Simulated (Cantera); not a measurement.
An isothermal, constant-pressure homogeneous reactor starts with 27.7 % CH4, 63.7 % H2O, 8.59 % H2, at 1800 K and 0.967 atm.

Computed with Cantera and GRI-Mech 3.0 (53 species, 325 reactions).

x: mole fraction; the columns are a selection and need not sum to one.

```tsv
t (s)	x CH4	x H2O	x H2	x C2H6	x HO2	x O	x C2H4
5.00e-5	0.272	0.636	0.0889	0.000576	1.65e-12	5.70e-9	0.000650
0.000264	…	0.622	…	…	4.34e-12	…	…
0.00139	…	…	…	…	3.98e-12	…	…
0.00734	0.0518	0.497	0.355	4.34e-5	3.40e-12	3.54e-9	0.000988
0.0387	0.0230	0.397	0.454	7.57e-6	2.11e-12	3.16e-9	0.000655
0.204	0.0113	0.272	0.556	1.41e-6	<1e-12	2.70e-9	0.000215
1.08	0.00129	0.219	0.602	1.66e-8	<1e-12	2.43e-9	3.29e-6
5.69	6.55e-8	0.216	0.605	<1e-12	<1e-12	2.42e-9	<1e-12
30.0	2.87e-8	0.216	0.605	<1e-12	<1e-12	2.42e-9	<1e-12
```

Problem. Complete the blanks.

Solution. 
- 0.000264, x CH4: 0.237
- 0.000264, x H2: 0.122
- 0.000264, x C2H6: 0.00117
- 0.000264, x O: 1.00e-8
- 0.000264, x C2H4: 0.00775
- 0.00139, x CH4: 0.143
- 0.00139, x H2O: 0.567
- 0.00139, x H2: 0.235
- 0.00139, x C2H6: 0.000345
- 0.00139, x O: 5.19e-9
- 0.00139, x C2H4: 0.00348
